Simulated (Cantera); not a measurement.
Feed: 1 mol B2O3, 22 mol NH3, 2.5 mol H2, 19 mol N2, at 12.8 Torr.

Points: T (K) = 898, 948, 998, 1048, 1098, 1148, 1198, 1248, 1298.

Cantera's Mixture.equilibrate('TP', solver="vcs", rtol=1e-11, max_steps=5000) on the NASA tables stopped like this:

```
ERROR: FAILURE its = 5001!

*******************************************************************************
CanteraError thrown by MultiPhase::equilibrate:
VCS solver failed. Return code: -1
*******************************************************************************
```

Task: What got this run through?

Result: Several could match; the one computed here: The failure is numerical, not chemical. The same input converged with solver="gibbs", rtol=1e-10, max_steps=50000, and the result passed a check of the equilibrium conditions:
```
log10 of partial pressures in bar; condensed amounts in mol
       T/K        H2        N2       H2O      HBO2     BN(s)   B2O3(L)
       898    -2.036    -2.109    -4.739    -7.990   0.04686    0.9765
       948    -2.036    -2.109    -4.745    -7.454   0.04625    0.9768
       998    -2.036    -2.109    -4.752    -6.976   0.04557     0.977
      1048    -2.036    -2.109    -4.761    -6.546   0.04494     0.977
      1098    -2.036    -2.109    -4.770    -6.158   0.04454    0.9764
      1148    -2.036    -2.109    -4.779    -5.807   0.04469    0.9746
      1198    -2.036    -2.109    -4.789    -5.487   0.04583    0.9706
      1248    -2.036    -2.109    -4.799    -5.195   0.04863    0.9626
      1298    -2.037    -2.109    -4.809    -4.927   0.05393    0.9478
```

The gas is ideal and each condensed phase is pure. Mutual solubility and eutectic melting of coexisting phases are not modelled.
